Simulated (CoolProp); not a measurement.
n-perfluorohexane along the isotherm 450 K: fugacity coefficient from the reference equation and from simpler models built on Tc = 448.0 K, pc = 17.42 bar, ω = 0.497; each cubic takes its own stable root.

Computed with CoolProp (reference Helmholtz-energy equation of state, Gao 2022).

```tsv
p (bar)	phase	reference
0.0826	gas	0.9984
0.17	gas	0.9966
0.348	gas	0.9931
0.715	gas	0.9859
1.47	gas	0.9710
3.02	gas	0.9407
6.19	gas	0.8794
12.7	gas	0.7543
26.1	supercritical	0.4813
```

Problem. How far does each simpler model (van der Waals, Soave-Redlich-Kwong, Peng-Robinson) lie from the reference over these 9 states: mean and median of the absolute difference, and the worst?

Solution. 
- van der Waals: mean 2.1 %, median 0.4 %, worst +10.7 % at 450 K and 26.1 bar
- Soave-Redlich-Kwong: mean 0.8 %, median 0.1 %, worst +4.9 % at 450 K and 26.1 bar
- Peng-Robinson: mean 0.4 %, median 0.2 %, worst -1.4 % at 450 K and 12.7 bar
